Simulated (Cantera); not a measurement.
**Stirred combustor or abatement burner**

A perfectly stirred reactor is fed with CH4 : O2 : N2 : H2O = 1 : 1.82 : 6.84 : 0.31 (molar parts), at 3.80 bar; it is adiabatic with a 350 K inlet, and is followed from long to short residence time, starting on the burning branch (τ in s: 0.023, 0.0084, 0.003, 0.0011, 0.0004, 0.00015, 5.3e-05, 1.9e-05, 7e-06).

Cantera simulation using GRI-Mech 3.0 (53 species, 325 reactions); the numbers are that mechanism's predictions, not measurements.

| τ (s) | T (K) | x CH4 | x O2 | x H2O | x HO2 | x CH3 | x N2O | x C2H |
|---|---|---|---|---|---|---|---|---|
| 0.023 | 2185 | 1.86e-5 | 0.000547 | 0.213 | 2.60e-7 | 9.59e-6 | 5.71e-8 | 1.43e-10 |
| 0.0084 | 2174 | 3.09e-5 | 0.00101 | 0.212 | 5.63e-7 | 1.71e-5 | 7.97e-8 | 4.01e-10 |
| 0.0030 | 2155 | 5.36e-5 | 0.00184 | 0.210 | 1.22e-6 | 3.03e-5 | 1.08e-7 | 1.07e-9 |
| 0.0011 | 2127 | 9.75e-5 | 0.00321 | 0.208 | 2.50e-6 | 5.33e-5 | 1.37e-7 | 2.70e-9 |
| 0.00040 | 2087 | 0.000195 | 0.00542 | 0.205 | 4.95e-6 | 9.86e-5 | 1.59e-7 | 7.11e-9 |
| 0.00015 | 2031 | 0.000441 | 0.00896 | 0.201 | 9.71e-6 | 0.000198 | 1.69e-7 | 2.04e-8 |
| 5.3e-5 | 350 | 0.100 | 0.183 | 0.0311 | <1e-12 | <1e-12 | <1e-12 | <1e-12 |
| 1.9e-5 | 350 | 0.100 | 0.183 | 0.0311 | <1e-12 | <1e-12 | <1e-12 | <1e-12 |
| 7.0e-6 | 350 | 0.100 | 0.183 | 0.0311 | <1e-12 | <1e-12 | <1e-12 | <1e-12 |
x: mole fraction; the columns are a selection and need not sum to one.
